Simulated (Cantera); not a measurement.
# Equilibrium for titanium nitride, carbide and oxide coatings: Ti + C₃H₈ + H₂

A closed system holds: 1 mol Ti, 0.056 mol C₃H₈, 2.2 mol H₂, at 2148 K and 7.00 mbar.

These are equilibrium values from Cantera (NASA tables, ideal gas, pure condensed phases), not measurements of a reactor. Candidate condensed phases: C, C₆H₆, C₇H₈, C₈H₁₈, Ti, TiC; 77 gas species. Mutual solubility and eutectic melting of coexisting phases are not modelled. TiC: taken at fixed stoichiometry. Condensed phases not in the tables: N, O or C dissolved in the metal. Kinetics and transport are ignored.

* **x(H₂)**: 0.943
* **x(H)**: 0.0484
* **x(Ti)**: 0.00865
* **n(Ti(l))**: 0.810 mol
* **n(TiC(s))**: 0.168 mol
* **gas amount**: 2.506 mol
* **log10 activity of C(graphite) (absent)**: -3.74
